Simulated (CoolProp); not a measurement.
A Linde-Hampson liquefier for methane: isothermal reversible compression at 290 K from 1 atm to 5 MPa, throttling to 1 atm, return gas leaving the recuperator 0 K below the feed. Each further row changes one setting.

The numbers come from the reference Helmholtz-energy equation of state, Setzmann 1991 in CoolProp.

```
case                        liquid yield per pass  compression work (kJ/kg of gas)
--------------------------  ---------------------  -------------------------------
as stated                                   0.059                              572
high pressure 10 MPa                        0.120                              663
warm-end temperature 320 K                  0.044                              636
warm-end gap 5 K                            0.047                              572
```
